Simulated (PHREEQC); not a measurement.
1 kg of water holding 0.16 mol/kgw KCl, 0.26 mol/kgw NaCl, 0.0075 mol/kgw Na2CO3 and 0.37 mol/kgw Na2SO4 is evaporated at 25 °C; the solids stay in contact with the brine. The system is closed to CO2. Solids allowed: Arcanite, Burkeite, Glaserite, Halite, Kalicinite, Mirabilite, Misenite, Nahcolite, Natron, Sylvite, Thenardite, Trona. Others were left out.

The series has 26 steps of water left (kg), from 1 to 0.007438.

Model: Pitzer model, pitzer.dat, run in PHREEQC.

Q: Which solids form, in which order, and at which step of the series does each first stand?

A: Glaserite from water left = 0.1711 kg (pH 10.87); Thenardite from water left = 0.1407 kg (pH 10.89); Halite from water left = 0.06419 kg (pH 10.97); Burkeite from water left = 0.01338 kg (pH 11.35).

Species that the database lacks are ignored.
